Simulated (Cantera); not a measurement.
**Ignition delay**

Mixture: 9.72 % CH₄, 1.75 % C₂H₆, 0.593 % C₃H₈, 23.8 % O₂, 64.1 % N₂, at 21.0 bar, adiabatic and at constant volume. Ignition delay is the time to a rise of 400 K.

Cantera simulation using GRI-Mech 3.0 (53 species, 325 reactions); the numbers are that mechanism's predictions, not measurements. The pressure lies above the range GRI-Mech 3.0 was tuned for (to about 10 atm).

| T0 (K) | delay (ms) |
|---|---|
| 1050 | 3.24 |
| 1125 | 0.939 |
| 1200 | 0.322 |
| 1275 | 0.127 |
| 1350 | 0.0556 |
| 1425 | 0.0266 |
| 1500 | 0.0136 |
| 1575 | 0.00743 |
| 1650 | 0.00431 |
| 1725 | 0.00264 |

| Item | Value |
|---|---|
| apparent activation energy between 1575 and 1725 K | 160 kJ/mol |
